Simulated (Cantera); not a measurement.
Cantera run, input and output.

```python
import numpy as np
import cantera as ct

surf = ct.Interface("ptcombust.yaml", "Pt_surf")
gas = surf.adjacent["gas"]
gas.TPX = 300, 30000, {'H2': 0.016, 'O2': 0.16, 'N2': 0.79}
jet = ct.ImpingingJet(gas=gas, width=0.048, surface=surf)
jet.inlet.mdot, jet.inlet.T, jet.inlet.X = 0.08, 300, {'H2': 0.016, 'O2': 0.16, 'N2': 0.79}
jet.set_refine_criteria(ratio=10, slope=0.2, curve=0.3)
show, cover = ['H2', 'O2', 'H2O', 'OH'], ["PT(S)", "H(S)", "O(S)", "OH(S)", "CO(S)", "C(S)"]

rows = []
print(f"{'Ts/K':>7s}" + "".join(f"{s:>11s}" for s in show + cover) + "   (gas at the wall, coverages)")
for i, Ts in enumerate([600, 650, 700, 750, 800]):
    jet.surface.T = Ts
    if i == 0:
        surf.TP = Ts, 30000
        surf.coverages = "PT(S):0.5, O(S):0.5"
        surf.advance_coverages(1.0)
        jet.set_initial_guess(products="inlet")
    jet.solve(loglevel=0, auto=(i == 0))
    rows.append([*(jet.X[gas.species_index(s), -1] for s in show), *surf[cover].coverages])
    print(f"{Ts:7g}" + "".join(f"{x:11.3e}" for x in rows[-1]))
```

Result:

```
   Ts/K         H2         O2        H2O         OH      PT(S)       H(S)       O(S)      OH(S)      CO(S)       C(S)   (gas at the wall, coverages)
    600  1.676e-03  1.496e-01  2.910e-02  9.107e-13  1.844e-02  6.684e-10  9.761e-01  5.460e-03 -5.606e-22 -3.191e-26
    650  1.649e-03  1.497e-01  2.894e-02  1.169e-11  1.962e-02  8.691e-10  9.767e-01  3.685e-03  2.482e-18  5.094e-26
    700  1.500e-03  1.496e-01  2.904e-02  1.002e-10  2.269e-02  1.413e-09  9.746e-01  2.741e-03  8.451e-19 -7.281e-31
    750  1.117e-03  1.492e-01  2.961e-02  5.874e-10  3.254e-02  3.348e-09  9.651e-01  2.385e-03  2.442e-21  4.685e-27
    800  7.149e-04  1.488e-01  3.024e-02  2.515e-09  5.411e-02  1.037e-08  9.436e-01  2.310e-03  1.402e-19  3.530e-27
```

Model: Deutschmann's 1995 Pt surface mechanism with GRI-Mech 3.0 gas chemistry, integrated in Cantera. Catalytic surfaces can have several steady states; this one follows from the mechanism file's or the stated starting coverage.
